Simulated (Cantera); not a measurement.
What does this Cantera script print?

```python
import numpy as np
import cantera as ct

gas_names = """
    Br Br2 Si SiBr SiBr2 SiBr3 SiBr4 Si2 Si3
""".split()
cond_names = """
    Br2(cr) Br2(L) Si(cr) Si(L)
""".split()


# ... load() reads the species with a 1 bar reference pressure and builds the phases ...
atoms = {
    'Si': {'Si': 1},
    'Br2': {'Br': 2},
}
top_T = {}  # K; cautious upper limits of use, not melting points


# ... equilibrate(T, P, feed) seeds the gas with the atoms and calls Mixture.equilibrate('TP', solver="vcs", rtol=1e-11, max_steps=5000) ...
results = []
feed = {'Si': 1, 'Br2': 8.7}  # mol
T = 1300  # K
P = 56000  # Pa
mix = equilibrate(T, P, feed)
results.append((T, P, feed, dict(zip(mix.species_names, mix.species_moles))))
print(gas.report(threshold=0.0001))
for i in range(1, mix.n_phases):
    print(f"{mix.phase(i).name:16s} {mix.phase_moles(i):12.5e} mol")
```

Output:

```
       temperature   1300 K
          pressure   56000 Pa
           density   0.90503 kg/m^3
  mean mol. weight   174.68 kg/kmol
   phase of matter   gas

                          1 kg             1 kmol
                     ---------------   ---------------
          enthalpy        1.6299e+05        2.8472e+07  J
   internal energy        1.0111e+05        1.7663e+07  J
           entropy            1887.6        3.2973e+05  J/K
    Gibbs function       -2.2909e+06       -4.0018e+08  J
 heat capacity c_p            256.17             44750  J/K
 heat capacity c_v            208.58             36435  J/K

                      mass frac. Y      mole frac. X     chem. pot. / RT
                     ---------------   ---------------   ---------------
                Br          0.047302           0.10341           -15.313
               Br2           0.70757           0.77344           -30.626
             SiBr4           0.24512           0.12315           -95.431
     [   +6 minor]        1.0634e-05        6.9413e-06

Br2(L)            0.00000e+00 mol
Si(cr)            0.00000e+00 mol
```

Method: chemical equilibrium by Gibbs-energy minimisation in Cantera with the NASA 1993 tables (ideal gas, pure condensed phases).
